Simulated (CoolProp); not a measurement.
Vapour pressure (kPa) of carbon monoxide: the reference equation beside estimates from Tc = -140.3 °C, pc = 3498 kPa, ω = 0.050. Clausius-Clapeyron is anchored at -158.15 °C with a constant enthalpy of vaporisation of 4.105 kJ/mol.

Model: reference Helmholtz-energy equation of state, Lemmon 2006, in CoolProp. It is a short technical equation, of lower accuracy than the large ones.

| T (°C) | reference | Lee-Kesler | Clausius-Clapeyron | van der Waals | Soave-Redlich-Kwong | Peng-Robinson |
|---|---|---|---|---|---|---|
| -171.65 | 607.3 | 607.7 | 808.3 | 1080 | 610.9 | 608.3 |
| -169.35 | 713.6 | 713.9 | 900.3 | 1201 | 718.8 | 714.8 |
| -167.15 | 827.4 | 827.3 | 993.7 | 1324 | 834.3 | 828.8 |
| -164.85 | 959.6 | 959.0 | 1097 | 1462 | 968.6 | 961.6 |
| -162.65 | 1100 | 1098 | 1201 | 1601 | 1111 | 1102 |
| -160.35 | 1261 | 1259 | 1316 | 1756 | 1275 | 1265 |
| -158.15 | 1431 | 1428 | 1431 | 1912 | 1447 | 1436 |
| -155.85 | 1625 | 1622 | 1556 | 2084 | 1644 | 1632 |
| -153.65 | 1828 | 1824 | 1682 | 2257 | 1850 | 1837 |
| -151.35 | 2059 | 2055 | 1818 | 2448 | 2083 | 2070 |
| -149.05 | 2311 | 2308 | 1960 | 2648 | 2337 | 2324 |
| -146.85 | 2573 | 2571 | 2101 | 2848 | 2598 | 2587 |
| -144.55 | 2871 | 2870 | 2253 | 3067 | 2893 | 2884 |

Absolute difference from the reference over all 13 rows, mean and median: Lee-Kesler 0.1 and 0.1 %, Clausius-Clapeyron 14.3 and 14.3 %, van der Waals 36.9 and 33.6 %, Soave-Redlich-Kwong 1.0 and 1.0 %, Peng-Robinson 0.4 and 0.3 %.
